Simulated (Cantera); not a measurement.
## Adiabatic ignition

An adiabatic, constant-volume homogeneous reactor starts with 6.86 % CH₄, 8.23 % CO, 17.8 % O₂, 67.1 % N₂, at 1475 K and 57000 Pa.

Computed with Cantera and GRI-Mech 3.0 (53 species, 325 reactions).

```json
[
 {"t (s)": "3.00e-6", "T (K)": "1475", "P (bar)": "0.570", "x CH₄": "0.0686", "x CO": "0.0823", "x O₂": "0.178", "x CH₂O": "5.43e-10", "x H": "7.21e-9", "x C₂H₂": "<1e-12"},
 {"t (s)": "7.00e-6", "T (K)": "1475", "P (bar)": "0.570", "x CH₄": "0.0686", "x CO": "0.0823", "x O₂": "0.178", "x CH₂O": "3.81e-9", "x H": "8.39e-9", "x C₂H₂": "<1e-12"},
 {"t (s)": "1.63e-5", "T (K)": "1475", "P (bar)": "0.570", "x CH₄": "0.0686", "x CO": "0.0823", "x O₂": "0.178", "x CH₂O": "2.48e-8", "x H": "9.51e-9", "x C₂H₂": "<1e-12"},
 {"t (s)": "3.82e-5", "T (K)": "1475", "P (bar)": "0.570", "x CH₄": "0.0686", "x CO": "0.0823", "x O₂": "0.178", "x CH₂O": "1.55e-7", "x H": "1.21e-8", "x C₂H₂": "<1e-12"},
 {"t (s)": "8.91e-5", "T (K)": "1475", "P (bar)": "0.570", "x CH₄": "0.0686", "x CO": "0.0823", "x O₂": "0.178", "x CH₂O": "9.92e-7", "x H": "1.83e-8", "x C₂H₂": "<1e-12"},
 {"t (s)": "0.000208", "T (K)": "1475", "P (bar)": "0.570", "x CH₄": "0.0686", "x CO": "0.0823", "x O₂": "0.178", "x CH₂O": "6.63e-6", "x H": "3.68e-8", "x C₂H₂": "1.59e-11"},
 {"t (s)": "0.000486", "T (K)": "1475", "P (bar)": "0.570", "x CH₄": "0.0684", "x CO": "0.0823", "x O₂": "0.178", "x CH₂O": "4.84e-5", "x H": "1.24e-7", "x C₂H₂": "9.90e-10"},
 {"t (s)": "0.00113", "T (K)": "1480", "P (bar)": "0.572", "x CH₄": "0.0674", "x CO": "0.0822", "x O₂": "0.178", "x CH₂O": "0.000387", "x H": "8.39e-7", "x C₂H₂": "1.12e-7"},
 {"t (s)": "0.00265", "T (K)": "2841", "P (bar)": "1.12", "x CH₄": "<1e-12", "x CO": "0.0722", "x O₂": "0.0321", "x CH₂O": "4.57e-10", "x H": "0.0107", "x C₂H₂": "<1e-12"},
 {"t (s)": "0.00618", "T (K)": "2831", "P (bar)": "1.12", "x CH₄": "<1e-12", "x CO": "0.0725", "x O₂": "0.0290", "x CH₂O": "4.65e-10", "x H": "0.0104", "x C₂H₂": "<1e-12"},
 {"t (s)": "0.0144", "T (K)": "2831", "P (bar)": "1.12", "x CH₄": "<1e-12", "x CO": "0.0725", "x O₂": "0.0290", "x CH₂O": "4.65e-10", "x H": "0.0104", "x C₂H₂": "<1e-12"},
 {"t (s)": "0.0337", "T (K)": "2831", "P (bar)": "1.12", "x CH₄": "<1e-12", "x CO": "0.0725", "x O₂": "0.0290", "x CH₂O": "4.65e-10", "x H": "0.0104", "x C₂H₂": "<1e-12"},
 {"t (s)": "0.0786", "T (K)": "2831", "P (bar)": "1.12", "x CH₄": "<1e-12", "x CO": "0.0725", "x O₂": "0.0290", "x CH₂O": "4.65e-10", "x H": "0.0104", "x C₂H₂": "<1e-12"},
 {"t (s)": "0.183", "T (K)": "2831", "P (bar)": "1.12", "x CH₄": "<1e-12", "x CO": "0.0725", "x O₂": "0.0290", "x CH₂O": "4.65e-10", "x H": "0.0104", "x C₂H₂": "<1e-12"},
 {"t (s)": "0.428", "T (K)": "2831", "P (bar)": "1.12", "x CH₄": "<1e-12", "x CO": "0.0725", "x O₂": "0.0290", "x CH₂O": "4.65e-10", "x H": "0.0104", "x C₂H₂": "<1e-12"},
 {"t (s)": "1.00", "T (K)": "2831", "P (bar)": "1.12", "x CH₄": "<1e-12", "x CO": "0.0725", "x O₂": "0.0290", "x CH₂O": "4.65e-10", "x H": "0.0104", "x C₂H₂": "<1e-12"}
]
```
x: mole fraction; the columns are a selection and need not sum to one.

* **time of steepest temperature rise**: 2.12 ms
* **temperature at 1.00 s**: 2831 K
* **equilibrium temperature**: 2831 K
* **x(CH₄) at 1.00 s**: <1e-12 (gas-phase equilibrium <1e-12)
* **x(CO) at 1.00 s**: 0.0725 (gas-phase equilibrium 0.0725)
* **x(O₂) at 1.00 s**: 0.0290 (gas-phase equilibrium 0.0290)
